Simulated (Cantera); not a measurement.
Source: NASA polynomial tables (part measured, part estimated), evaluated in Cantera. Values are per mole of reaction as written; species without (g) are pure solids or liquids, kept so even where they would boil at 1 bar.

HF(g) ⇌ H(g) + F(g), with ΔH° = 570.0 kJ and ΔS° = 99.8 J/K at 300 K.

Problem. How far is the shortcut ΔG° ≈ ΔH°(300 K) − T·ΔS°(300 K) from the full temperature-dependent value at 1198, 1348, 1498, 1648, 1798, 1948, 2098, 2248, 2398, 2548, 2698 K?

Solution. 
```
T (K)  shortcut (kJ)  full (kJ)  difference (kJ)  difference in log10 K
-----  -------------  ---------  ---------------  ---------------------
1198           450.4      440.1             10.4                  -0.45
1348           435.5      422.3             13.2                  -0.51
1498           420.5      404.3             16.2                  -0.57
1648           405.5      386.2             19.4                  -0.61
1798           390.6      367.9             22.6                  -0.66
1948           375.6      349.6             26.0                  -0.70
2098           360.6      331.2             29.5                  -0.73
2248           345.7      312.6             33.0                  -0.77
2398           330.7      294.1             36.6                  -0.80
2548           315.7      275.4             40.3                  -0.83
2698           300.8      256.7             44.1                  -0.85
```
The shortcut ignores the heat-capacity change of the reaction.
